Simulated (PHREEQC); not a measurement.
Consider water at 25 °C with 0.00057 mol H2S, 0.00013 mol NaHCO3, 0.0028 mol ZnCl2 and 0.0001 mol HF per kg of water. Closed to the air; pH follows from the charge balance.

Equilibrium calculation in PHREEQC: ion-association model, phreeqc.dat.

Precipitation was switched off in this run.

Task: What pH, ionic strength does the model give?

Result: pH 3.38; ionic strength 0.00815 mol/kgw.

Task: In which forms is F present?

Result: F- 63 %, HF 36 %, ZnF+ 1.5 % of the F.

The solution is supersaturated, for example in Sphalerite (slow to form), so a real one may precipitate; this is no full list.
